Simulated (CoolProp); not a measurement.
Values from CoolProp's reference Helmholtz-energy equation of state, Lemmon 2006. It is a short technical equation, of lower accuracy than the large ones.

Problem. For nitrous oxide, give the phase and the cp (kJ/(kg K)), cv (kJ/(kg K)) at 146.75 °C and 0.0525 MPa; 178.05 °C and 0.0525 MPa; 209.45 °C and 0.0525 MPa.

Solution. 
- 146.75 °C and 0.0525 MPa: gas; cp 0.986, cv 0.796
- 178.05 °C and 0.0525 MPa: gas; cp 1.01, cv 0.820
- 209.45 °C and 0.0525 MPa: gas; cp 1.03, cv 0.842
